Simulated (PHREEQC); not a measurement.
Solution (25 °C): 1.5 mol NaCl and 0.45 mol K2SO4 per kg of water. Closed to the air; pH follows from the charge balance.

Model: Pitzer model, pitzer.dat, run in PHREEQC.

```yaml
ionic_strength: 2.85 mol/kgw
activity_of_water: 0.935
density: 1.108 g/cm³
osmotic_coefficient: 0.856
```

```json
[
 {"species": "Cl-", "molality": "1.50", "activity": "0.854", "log γ": "-0.245"},
 {"species": "Na+", "molality": "1.50", "activity": "0.896", "log γ": "-0.224"},
 {"species": "K+", "molality": "0.900", "activity": "0.461", "log γ": "-0.291"},
 {"species": "SO4-2", "molality": "0.450", "activity": "0.0147", "log γ": "-1.486"},
 {"species": "OH-", "molality": "2.66e-7", "activity": "1.49e-7", "log γ": "-0.251"},
 {"species": "HSO4-", "molality": "1.96e-7", "activity": "8.89e-8", "log γ": "-0.343"},
 {"species": "H+", "molality": "7.00e-8", "activity": "6.35e-8", "log γ": "-0.042"}
]
```

No solid was allowed to form.
